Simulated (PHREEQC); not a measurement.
Consider water at 20 °C with 0.011 mol/kgw HF, 0.066 mol/kgw (NH4)2SiF6, 0.001 mol/kgw H3PO4 and 0.0011 mol/kgw HCl. Closed to the air; pH follows from the charge balance.

Computed with PHREEQC (ion-association model, phreeqc.dat).

This is a speciation only: nothing precipitates in the calculation.

**Question.** Predict the pH.

**Answer.** pH 2.45.

**Question.** In which forms is P present?

**Answer.** H2PO4- 74 %, H3PO4 26 % of the P.

SiF6-2 is the database's only silicon fluoride.
